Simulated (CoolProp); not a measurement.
The fluid at 457.36 K and 5.35 MPa expands adiabatically to 0.979 MPa with isentropic efficiency 0.85. The same conditions are run with several fluids, on thermodynamics alone (safety and materials aside).

Values from CoolProp's reference Helmholtz-energy equation of state of each fluid (nitrous oxide: Lemmon 2006; hydrogen sulfide: Lemmon 2006; sulfur dioxide: Gao 2016; hydrogen chloride: Thol 2018).

```csv
fluid,work (kJ/kg),final temperature (K),final phase,final density (kg/m³)
nitrous oxide,(withheld),338.5,gas,(withheld)
hydrogen sulfide,119,317.4,gas,(withheld)
sulfur dioxide,(withheld),328.7,(withheld),(withheld)
hydrogen chloride,(withheld),300.5,gas,(withheld)
```

Question: Fill in the missing entries.

Answer: 
- nitrous oxide, work (kJ/kg): 99.3
- nitrous oxide, final density (kg/m³): 15.9
- hydrogen sulfide, final density (kg/m³): 13.5
- sulfur dioxide, work (kJ/kg): 58.6
- sulfur dioxide, final phase: two-phase, vapour fraction 0.999
- sulfur dioxide, final density (kg/m³): 26.3
- hydrogen chloride, work (kJ/kg): 109
- hydrogen chloride, final density (kg/m³): 15.2
